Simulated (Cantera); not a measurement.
Cantera run:

```python
import numpy as np
import cantera as ct

gas_names = [...]  # 49 gases of nasa_gas.yaml made of B, Cl, H, N, O
cond_names = """
    B(b) B(L) BN(s) B2O3(L) B3O3H3(cr) H2O(s) H2O(L) NH4CL(a) NH4CL(b)
""".split()


# ... load() reads the species with a 1 bar reference pressure and builds the phases ...
atoms = {
    'BCl3': {'B': 1, 'CL': 3},
    'H2O': {'H': 2, 'O': 1},
    'N2': {'N': 2},
}
top_T = {'BN(s)': 3200}  # K; cautious upper limits of use, not melting points


# ... equilibrate(T, P, feed) seeds the gas with the atoms and calls Mixture.equilibrate('TP', solver="vcs", rtol=1e-11, max_steps=5000) ...
results = []
P = 133.322  # Pa
for T in [1423, 1498, 1573, 1648, 1723, 1798, 1873, 1948, 2023, 2098, 2173, 2248]:
    for m in [0.43, 1, 1.6, 2.3, 2.9, 3.5, 4.1, 4.7, 5.3, 5.9, 6.5]:
        feed = {'BCl3': 1, 'H2O': 0.11, 'N2': m}  # mol
        mix = equilibrate(T, P, feed)
        results.append((T, P, feed, dict(zip(mix.species_names, mix.species_moles))))

for T, P, feed, n in results:
    print(f"{T:7g} {feed['N2']:10.4g}  " + (" + ".join(c for c in cond_names if n.get(c, 0) > 1e-12) or "gas only"))
```

Result:

```
   1423       0.43  BN(s)
   1423          1  BN(s)
   1423        1.6  BN(s)
   1423        2.3  BN(s)
   1423        2.9  BN(s)
   1423        3.5  BN(s)
   1423        4.1  BN(s)
   1423        4.7  BN(s)
   1423        5.3  BN(s)
   1423        5.9  BN(s)
   1423        6.5  BN(s)
   1498       0.43  BN(s)
   1498          1  BN(s)
   1498        1.6  BN(s)
   1498        2.3  BN(s)
   1498        2.9  BN(s)
   1498        3.5  BN(s)
   1498        4.1  BN(s)
   1498        4.7  BN(s)
   1498        5.3  BN(s)
   1498        5.9  BN(s)
   1498        6.5  BN(s)
   1573       0.43  gas only
   1573          1  BN(s)
   1573        1.6  BN(s)
   1573        2.3  BN(s)
   1573        2.9  BN(s)
   1573        3.5  BN(s)
   1573        4.1  BN(s)
   1573        4.7  BN(s)
   1573        5.3  BN(s)
   1573        5.9  BN(s)
   1573        6.5  BN(s)
   1648       0.43  gas only
   1648          1  gas only
   1648        1.6  gas only
   1648        2.3  gas only
   1648        2.9  gas only
   1648        3.5  gas only
   1648        4.1  gas only
   1648        4.7  BN(s)
   1648        5.3  BN(s)
   1648        5.9  BN(s)
   1648        6.5  BN(s)
   1723       0.43  gas only
   1723          1  gas only
   1723        1.6  gas only
   1723        2.3  gas only
   1723        2.9  gas only
   1723        3.5  gas only
   1723        4.1  gas only
   1723        4.7  gas only
   1723        5.3  gas only
   1723        5.9  gas only
   1723        6.5  gas only
   1798       0.43  gas only
   1798          1  gas only
   1798        1.6  gas only
   1798        2.3  gas only
   1798        2.9  gas only
   1798        3.5  gas only
   1798        4.1  gas only
   1798        4.7  gas only
   1798        5.3  gas only
   1798        5.9  gas only
   1798        6.5  gas only
   1873       0.43  gas only
   1873          1  gas only
   1873        1.6  gas only
   1873        2.3  gas only
   1873        2.9  gas only
   1873        3.5  gas only
   1873        4.1  gas only
   1873        4.7  gas only
   1873        5.3  gas only
   1873        5.9  gas only
   1873        6.5  gas only
   1948       0.43  gas only
   1948          1  gas only
   1948        1.6  gas only
   1948        2.3  gas only
   1948        2.9  gas only
   1948        3.5  gas only
   1948        4.1  gas only
   1948        4.7  gas only
   1948        5.3  gas only
   1948        5.9  gas only
   1948        6.5  gas only
   2023       0.43  gas only
   2023          1  gas only
   2023        1.6  gas only
   2023        2.3  gas only
   2023        2.9  gas only
   2023        3.5  gas only
   2023        4.1  gas only
   2023        4.7  gas only
   2023        5.3  gas only
   2023        5.9  gas only
   2023        6.5  gas only
   2098       0.43  gas only
   2098          1  gas only
   2098        1.6  gas only
   2098        2.3  gas only
   2098        2.9  gas only
   2098        3.5  gas only
   2098        4.1  gas only
   2098        4.7  gas only
   2098        5.3  gas only
   2098        5.9  gas only
   2098        6.5  gas only
   2173       0.43  gas only
   2173          1  gas only
   2173        1.6  gas only
   2173        2.3  gas only
   2173        2.9  gas only
   2173        3.5  gas only
   2173        4.1  gas only
   2173        4.7  gas only
   2173        5.3  gas only
   2173        5.9  gas only
   2173        6.5  gas only
   2248       0.43  gas only
   2248          1  gas only
   2248        1.6  gas only
   2248        2.3  gas only
   2248        2.9  gas only
   2248        3.5  gas only
   2248        4.1  gas only
   2248        4.7  gas only
   2248        5.3  gas only
   2248        5.9  gas only
   2248        6.5  gas only
```

These are equilibrium values from Cantera (NASA tables, ideal gas, pure condensed phases), not measurements of a reactor. N2 is the only nitrogen source here; it is nearly inert below about 1500 K, so the nitride shown seldom forms there in practice. The tables' values for BCl2 are old estimates.
